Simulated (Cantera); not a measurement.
Moist CO burnout

An isothermal, constant-pressure homogeneous reactor starts with CO : O₂ : H₂O : N₂ = 0.0013 : 0.054 : 0.014 : 1 (molar parts), at 1000 K and 2180 Torr.

Cantera simulation using GRI-Mech 3.0 (53 species, 325 reactions); the numbers are that mechanism's predictions, not measurements.

```json
[
 {"t (s)": "7.00e-6", "x CO": "0.00122", "x O₂": "0.0505", "x H₂O": "0.0131", "x O": "1.33e-12", "x NO": "<1e-12"},
 {"t (s)": "2.71e-5", "x CO": "0.00122", "x O₂": "0.0505", "x H₂O": "0.0131", "x O": "5.08e-12", "x NO": "<1e-12"},
 {"t (s)": "0.000105", "x CO": "0.00122", "x O₂": "0.0505", "x H₂O": "0.0131", "x O": "1.87e-11", "x NO": "<1e-12"},
 {"t (s)": "0.000404", "x CO": "0.00122", "x O₂": "0.0505", "x H₂O": "0.0131", "x O": "6.25e-11", "x NO": "<1e-12"},
 {"t (s)": "0.00156", "x CO": "0.00122", "x O₂": "0.0505", "x H₂O": "0.0131", "x O": "1.64e-10", "x NO": "<1e-12"},
 {"t (s)": "0.00603", "x CO": "0.00122", "x O₂": "0.0505", "x H₂O": "0.0131", "x O": "2.66e-10", "x NO": "<1e-12"},
 {"t (s)": "0.0233", "x CO": "0.00122", "x O₂": "0.0505", "x H₂O": "0.0131", "x O": "5.26e-10", "x NO": "<1e-12"},
 {"t (s)": "0.0901", "x CO": "0.00121", "x O₂": "0.0505", "x H₂O": "0.0131", "x O": "7.16e-9", "x NO": "<1e-12"},
 {"t (s)": "0.348", "x CO": "0.00111", "x O₂": "0.0505", "x H₂O": "0.0131", "x O": "3.06e-8", "x NO": "<1e-12"},
 {"t (s)": "1.35", "x CO": "0.000776", "x O₂": "0.0503", "x H₂O": "0.0131", "x O": "2.09e-8", "x NO": "<1e-12"},
 {"t (s)": "5.20", "x CO": "0.000284", "x O₂": "0.0501", "x H₂O": "0.0131", "x O": "6.17e-9", "x NO": "2.09e-12"},
 {"t (s)": "20.1", "x CO": "4.91e-5", "x O₂": "0.0499", "x H₂O": "0.0131", "x O": "5.68e-10", "x NO": "2.17e-12"},
 {"t (s)": "77.6", "x CO": "3.87e-6", "x O₂": "0.0499", "x H₂O": "0.0131", "x O": "3.27e-11", "x NO": "4.58e-12"},
 {"t (s)": "300", "x CO": "<1e-12", "x O₂": "0.0499", "x H₂O": "0.0131", "x O": "2.34e-11", "x NO": "1.12e-10"}
]
```
x: mole fraction; the columns are a selection and need not sum to one.

Equilibrium at this temperature and pressure: CO <1e-12, O₂ 0.0499, H₂O 0.0131, O 2.08e-11, NO 1.67e-5 (gas phase only).
